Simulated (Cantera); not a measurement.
Input: 1 mol Si, 0.063 mol CO2, 960 mol N2, equilibrated at 2148 K.

Equilibrium computed with Cantera from the NASA thermochemical tables; the gas is ideal and each condensed phase is pure. Candidate condensed phases: C, Si, SiC, SiO2, Si2N2O, Si3N4; 34 gas species. The tables' values for SiN are old estimates; treat these amounts as uncertain. Kinetics and transport are ignored.

x: gas mole fraction; n: condensed amount in mol.

| P (Pa) | x N2 | x Si | x SiO | x Si2N | x SiN | n Si3N4(s) |
|---|---|---|---|---|---|---|
| 0.100 | 0.999 | 0.000975 | 6.55e-5 | <1e-12 | 1.83e-7 | 0 |
| 0.600 | 0.999 | 0.000975 | 6.56e-5 | ? | 4.47e-7 | 0 |
| 3.60 | 0.999 | 0.000974 | 6.56e-5 | ? | 1.09e-6 | 0 |
| 22 | 0.999 | 0.000972 | 6.56e-5 | ? | 2.70e-6 | 0 |
| 130 | 0.999 | 0.000968 | 6.56e-5 | ? | 6.54e-6 | 0 |
| 770 | 0.999 | 0.000957 | 6.58e-5 | ? | 1.57e-5 | 0 |
| 4600 | 0.999 | 0.000910 | 6.83e-5 | ? | 3.66e-5 | 0 |
| 28000 | 0.999 | 0.000686 | 8.67e-5 | ? | 6.81e-5 | 0 |
| 170000 | 1.000 | 9.07e-5 | 6.91e-5 | ? | 2.22e-5 | 0.261 |
| 1000000 | 1.000 | 4.73e-6 | 6.57e-5 | ? | 2.81e-6 | 0.309 |

Task: Complete the blanks.

Result: 
- 0.600, x Si2N: 1.37e-11
- 3.60, x Si2N: 2.01e-10
- 22, x Si2N: 3.03e-9
- 130, x Si2N: 4.31e-8
- 770, x Si2N: 6.07e-7
- 4600, x Si2N: 8.02e-6
- 28000, x Si2N: 6.85e-5
- 170000, x Si2N: 1.79e-5
- 1000000, x Si2N: 6.96e-7
